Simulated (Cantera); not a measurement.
**Stirred combustor or abatement burner**

A perfectly stirred reactor is fed with CO : H₂ : O₂ : N₂ = 1 : 0.34 : 0.419 : 1.57 (molar parts), equivalence ratio 1.6, at 10.0 bar; it is adiabatic with a 700 K inlet, and is followed from long to short residence time, starting on the burning branch (τ in s: 0.14, 0.072, 0.036, 0.018, 0.0088, 0.0044, 0.0022, 0.0011, 0.00053, 0.00026, 0.00013, 6.5e-05).

Detailed kinetics in Cantera: GRI-Mech 3.0 (53 species, 325 reactions). The hydrogen kinetics of GRI-Mech 3.0 are dated; newer H2 mechanisms differ, most at raised pressure.

```
τ (s)    T (K)   x CO    x H₂      x O₂     x OH      x H    x NO₂   x H₂O
-------  -----  -----  ------  --------  -------  -------  -------  ------
0.14      2583  0.161  0.0139  0.000425  0.00224  0.00136  1.12e-7   0.101
0.072     2583  0.161  0.0139  0.000434  0.00225  0.00137  1.13e-7   0.101
0.036     2582  0.161  0.0139  0.000453  0.00229  0.00139  1.14e-7   0.101
0.018     2581  0.161  0.0139  0.000492  0.00235  0.00143  1.17e-7   0.101
0.0088    2578  0.161  0.0139  0.000568  0.00248  0.00152  1.21e-7   0.101
0.0044    2574  0.161  0.0139  0.000708  0.00270  0.00167  1.28e-7   0.100
0.0022    2567  0.161  0.0140  0.000961  0.00307  0.00192  1.39e-7  0.0999
0.0011    2554  0.162  0.0140   0.00140  0.00363  0.00233  1.50e-7  0.0992
0.00053   2534  0.163  0.0142   0.00217  0.00445  0.00299  1.59e-7  0.0981
0.00026   2502  0.165  0.0145   0.00339  0.00547  0.00395  1.59e-7  0.0965
0.00013   2458  0.168  0.0149   0.00514  0.00661  0.00527  1.48e-7  0.0945
6.5e-5    2397  0.172  0.0155   0.00758  0.00779  0.00714  1.30e-7  0.0918
```
x: mole fraction; the columns are a selection and need not sum to one.
